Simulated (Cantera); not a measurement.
Feed: 1 mol Si(CH3)4, 0.4 mol HCl, 5.8 mol H2, equilibrated at 2302 °C and 10.0 mbar.

Cantera equilibrium calculation (NASA polynomials, part measured and part estimated; ideal gas, pure solids and liquids). The tables' values for SiCl are old estimates; treat these amounts as uncertain. Gases not in the tables: Si2H6 and higher silanes. Kinetics and transport are ignored.

```
species             before     after
----------------  --------  --------
H2                   0.627     0.899
H                    0.274    0.0608
HCl                 0.0196    0.0295
Si                  0.0459   0.00530
SiC2                0.0147  0.000555
C2                 1.44e-5   3.37e-8
C3                0.000154   3.84e-7
C                  4.53e-5   2.30e-7
SiC                3.04e-5   4.96e-7
C2H               0.000338   6.52e-6
C4H2               5.61e-5   3.09e-6
C(graphite), mol      3.22      3.01
SiC(s), mol              0     0.909
```
Gas species are given as mole fractions.

**Question.** Which change was made?
(A) H2 from 5.8 to 1.1 mol
(B) HCl from 0.4 to 0.041 mol
(C) temperature from 2302 °C to 1950 °C
(D) pressure from 10.0 mbar to 31.0 mbar

**Answer.** C, temperature from 2302 °C to 1950 °C
